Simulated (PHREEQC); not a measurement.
Copper plating or etch bath: an equilibrium model

Solution (20 °C): 0.0013 mol CuSO4, 0.004 mol HNO3 and 0.058 mol FeCl3 per kg of water. Closed to the air; pH follows from the charge balance.

Model: ion-association model, phreeqc.dat, run in PHREEQC.

Each row changes one thing in this solution. This is a speciation only: nothing precipitates in the calculation.

| case | pH | ionic strength (mol/kgw) | FeCl+2 (mol/kgw) | Fe+3 (mol/kgw) | Fe2(OH)2+4 (mol/kgw) | FeOH+2 (mol/kgw) | SI of Fe(OH)3(a) (Fe(OH)3) | SI of Goethite (FeOOH) |
|---|---|---|---|---|---|---|---|---|
| as made | 1.91 | 0.257 | 0.0217 | 0.0195 | 0.00343 | 0.00330 | -1.79 | +3.92 |
| HNO3 from 0.004 to 0.04 mol/kgw | 1.48 | 0.283 | 0.0254 | ___ | 0.000667 | ___ | -3.03 | +2.68 |
| CuSO4 from 0.0013 to 0.00013 mol/kgw | 1.91 | 0.257 | 0.0221 | 0.0200 | 0.00347 | 0.00332 | -1.80 | +3.91 |
| CuSO4 from 0.0013 to 0.00195 mol/kgw | 1.92 | 0.257 | 0.0215 | 0.0193 | 0.00340 | 0.00328 | -1.78 | +3.93 |
| CuSO4 from 0.0013 to 0.00143 mol/kgw | 1.91 | 0.257 | 0.0217 | 0.0195 | 0.00342 | 0.00329 | -1.79 | +3.92 |

### Question
What belongs in the gaps?

### Answer

- HNO3 from 0.004 to 0.04 mol/kgw, Fe+3 (mol/kgw): 0.0239
- HNO3 from 0.004 to 0.04 mol/kgw, FeOH+2 (mol/kgw): 0.00146

Complexes and solids missing from the database can't appear. Some of these states are supersaturated (in Hematite (slow to form), Goethite (slow to form), for instance).
